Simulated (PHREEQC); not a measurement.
A solution holds 0.014 mol Na2SO4 and 0.0011 mol KCl per kg of water, at 25 °C. Closed to the air; pH follows from the charge balance.

Model: Pitzer model, pitzer.dat, run in PHREEQC.

### Question
The ionic strength comes out as 0.0431 mol/kgw. What activity coefficients do SO4-2, K+, Cl-, Na+ get?

### Answer
SO4-2 0.46, K+ 0.81, Cl- 0.82, Na+ 0.81. Single-ion values are on the MacInnes scale.

This is a speciation only: nothing precipitates in the calculation.
